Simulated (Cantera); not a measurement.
A perfectly stirred reactor is fed with 55.9 % CH4, 44.1 % H2O, at 23000 Pa; it is held at 2048 K, and followed from long to short residence time.

Detailed kinetics in Cantera: GRI-Mech 3.0 (53 species, 325 reactions).

### Question
Predict: x(CH4) at τ = 1.10 s; x(H2O) at τ = 1.10 s; x(C2H6) at τ = 1.10 s; x(H) at τ = 1.10 s; x(CH4) at τ = 19.0 ms; x(H2O) at τ = 19.0 ms; x(C2H6) at τ = 19.0 ms; x(H) at τ = 19.0 ms.

### Answer
```json
{
  "x(CH4) at τ = 1.10 s": "0.00377",
  "x(H2O) at τ = 1.10 s": "0.0132",
  "x(C2H6) at τ = 1.10 s": "2.18e-7",
  "x(H) at τ = 1.10 s": "0.00389",
  "x(CH4) at τ = 19.0 ms": "0.0270",
  "x(H2O) at τ = 19.0 ms": "0.147",
  "x(C2H6) at τ = 19.0 ms": "1.01e-5",
  "x(H) at τ = 19.0 ms": "0.00304"
}
```
